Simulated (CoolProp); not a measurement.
Vapour pressure (kPa) of dimethyl ether: the reference equation beside estimates from Tc = 400.4 K, pc = 5337 kPa, ω = 0.196. Clausius-Clapeyron is anchored at 234.7 K with a constant enthalpy of vaporisation of 22.14 kJ/mol.

Values from CoolProp's reference Helmholtz-energy equation of state, Wu 2011.

```
T (K)  reference  Clausius-Clapeyron  Redlich-Kwong  Soave-Redlich-Kwong
-----  ---------  ------------------  -------------  -------------------
234.7      53.69               53.69          85.21                53.01
239.9      69.04               68.65          107.7                68.25
245.2      88.09               87.26          135.1                87.20
250.4      110.6               109.3          166.7           (withheld)
255.6      137.4               135.7          203.7                136.4
260.8      169.0               167.1          246.4                168.0
266.1      206.8               204.7          296.5                205.9
271.3      249.8               248.0          352.5                249.1
276.5      299.4               298.3     (withheld)                299.0
281.7      356.2               356.3          487.1                356.3
287        422.0               424.2          568.4                422.9
292.2      495.2               500.4          657.1                497.0
297.4      577.5          (withheld)          755.3                580.5
```

Question: Some entries are withheld; supply them.

Answer: 
- 250.4, Soave-Redlich-Kwong: 109.6
- 276.5, Redlich-Kwong: 415.9
- 297.4, Clausius-Clapeyron: 586.8

Absolute difference from the reference over all 13 rows, mean and median: Clausius-Clapeyron 0.8 and 0.9 %, Redlich-Kwong 43.9 and 43.4 %, Soave-Redlich-Kwong 0.6 and 0.5 %.
